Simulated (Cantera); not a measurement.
# Premixed flame

A freely propagating, adiabatic, planar premixed flame of CO : H2 : CH4 : O2 : N2 = 1 : 0.29 : 0.26 : 1.69 : 6.35 (molar parts), unburnt at 625 K and 0.306 atm; multicomponent transport, grid criteria slope 0.08 and curve 0.16, no radiation.

Detailed kinetics in Cantera: GRI-Mech 3.0 (53 species, 325 reactions). Burning velocities carry a grid error of a few per cent, more on coarse grids.

```json
[
 {"z (mm)": "-4.39", "T (K)": "625", "u (m/s)": "2.06", "x CO": "0.104", "x H2": "0.0302", "x CH4": "0.0271", "x C2H6": "<1e-8", "x HO2": "<1e-8", "x O2": "0.176"},
 {"z (mm)": "-2.93", "T (K)": "625", "u (m/s)": "2.06", "x CO": "0.104", "x H2": "0.0302", "x CH4": "0.0271", "x C2H6": "<1e-8", "x HO2": "8.83e-8", "x O2": "0.176"},
 {"z (mm)": "-2.19", "T (K)": "625", "u (m/s)": "2.06", "x CO": "0.104", "x H2": "0.0300", "x CH4": "0.0271", "x C2H6": "<1e-8", "x HO2": "1.42e-6", "x O2": "0.176"},
 {"z (mm)": "-1.46", "T (K)": "626", "u (m/s)": "2.06", "x CO": "0.104", "x H2": "0.0295", "x CH4": "0.0271", "x C2H6": "1.37e-7", "x HO2": "2.28e-5", "x O2": "0.176"},
 {"z (mm)": "-0.731", "T (K)": "685", "u (m/s)": "2.25", "x CO": "0.104", "x H2": "0.0267", "x CH4": "0.0262", "x C2H6": "1.43e-5", "x HO2": "8.91e-5", "x O2": "0.174"},
 {"z (mm)": "-0.366", "T (K)": "884", "u (m/s)": "2.91", "x CO": "0.103", "x H2": "0.0231", "x CH4": "0.0208", "x C2H6": "3.85e-5", "x HO2": "6.43e-5", "x O2": "0.163"},
 {"z (mm)": "0", "T (K)": "1248", "u (m/s)": "4.11", "x CO": "0.100", "x H2": "0.0164", "x CH4": "0.00579", "x C2H6": "6.57e-6", "x HO2": "5.86e-5", "x O2": "0.129"},
 {"z (mm)": "0.366", "T (K)": "1433", "u (m/s)": "4.70", "x CO": "0.0838", "x H2": "0.00844", "x CH4": "0.000254", "x C2H6": "<1e-8", "x HO2": "1.57e-5", "x O2": "0.0995"},
 {"z (mm)": "0.731", "T (K)": "1514", "u (m/s)": "4.93", "x CO": "0.0658", "x H2": "0.00598", "x CH4": "4.62e-6", "x C2H6": "<1e-8", "x HO2": "1.02e-5", "x O2": "0.0869"},
 {"z (mm)": "1.46", "T (K)": "1621", "u (m/s)": "5.22", "x CO": "0.0448", "x H2": "0.00602", "x CH4": "<1e-8", "x C2H6": "<1e-8", "x HO2": "7.48e-6", "x O2": "0.0768"},
 {"z (mm)": "2.93", "T (K)": "1740", "u (m/s)": "5.55", "x CO": "0.0333", "x H2": "0.00583", "x CH4": "<1e-8", "x C2H6": "<1e-8", "x HO2": "5.53e-6", "x O2": "0.0713"},
 {"z (mm)": "5.85", "T (K)": "1859", "u (m/s)": "5.88", "x CO": "0.0286", "x H2": "0.00474", "x CH4": "<1e-8", "x C2H6": "<1e-8", "x HO2": "3.94e-6", "x O2": "0.0689"},
 {"z (mm)": "11.7", "T (K)": "1968", "u (m/s)": "6.18", "x CO": "0.0230", "x H2": "0.00345", "x CH4": "<1e-8", "x C2H6": "<1e-8", "x HO2": "2.61e-6", "x O2": "0.0666"}
]
```
x: mole fraction of selected species; z is measured from the peak of heat release.

The laminar burning velocity comes out as 206 cm/s, the thermal thickness is 1.46 mm and the peak x(C2H6) comes out as 3.93e-5. The peak x(HO2) is 9.04e-5 and the grid points comes out as 159.
